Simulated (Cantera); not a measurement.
A perfectly stirred reactor is fed with 76.3 % NH₃, 23.7 % H₂, at 13300 Pa; it is held at 2050 K, and followed from long to short residence time.

Cantera simulation using the gas-phase N/H chemistry of the illustrative SiF4/NH3 mechanism in the Surface Chemkin manual (1991); the numbers are that mechanism's predictions, not measurements. Walls and surfaces, which speed up NH3 decomposition in real reactors, are not modelled.

x: mole fraction; the columns are a selection and need not sum to one.

```csv
τ (s),x NH₃,x H₂,x NH₂,x H,x N,x N₂H₄,x N₂H₂
0.77,0.0954,0.714,0.000344,0.000871,1.34e-6,4.91e-9,5.74e-7
0.28,___,___,___,___,1.27e-6,___,___
0.10,___,___,___,___,___,___,___
0.037,0.567,0.376,0.00113,0.000254,1.03e-6,5.30e-8,5.13e-6
0.013,0.681,0.295,0.00127,0.000188,9.08e-7,6.74e-8,6.61e-6
0.0049,0.731,0.259,0.00131,0.000159,8.12e-7,7.16e-8,7.02e-6
0.0018,0.751,0.244,0.00126,0.000140,6.81e-7,6.64e-8,6.38e-6
0.00065,0.759,0.239,0.00107,0.000115,4.32e-7,4.79e-8,4.29e-6
0.00024,0.762,0.237,0.000677,7.18e-5,1.23e-7,1.90e-8,1.41e-6
```

Q: Complete the blanks.

A: 
- 0.28, x NH₃: 0.213
- 0.28, x H₂: 0.630
- 0.28, x NH₂: 0.000588
- 0.28, x H: 0.000587
- 0.28, x N₂H₄: 1.43e-8
- 0.28, x N₂H₂: 1.46e-6
- 0.10, x NH₃: 0.395
- 0.10, x H₂: 0.500
- 0.10, x NH₂: 0.000886
- 0.10, x H: 0.000380
- 0.10, x N: 1.16e-6
- 0.10, x N₂H₄: 3.26e-8
- 0.10, x N₂H₂: 3.14e-6
